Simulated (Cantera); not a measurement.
Charge: 1 mol CF4, held at 1123.15 K and 2.00 Pa.

Equilibrium computed with Cantera from the NASA thermochemical tables; the gas is ideal and each condensed phase is pure. Candidate condensed phases: C; 13 gas species. Gases not in the tables: C2F6 and larger saturated fluorocarbons. Equilibrium is a limit: real reactors are often held back by kinetics, nucleation or transport.

Base state: CF4 1.000 (mole fractions); condensed: gas only.

Q: What changes in the equilibrium state with this change: temperature from 1123.15 K to 1550 K?

A: 
| species | before | after |
|---|---|---|
| CF4 | 1.000 | 0.969 |
| F | 2.78e-6 | 0.0206 |
| CF2 | 1.14e-6 | 0.0100 |
| CF3 | 4.93e-7 | 0.000592 |
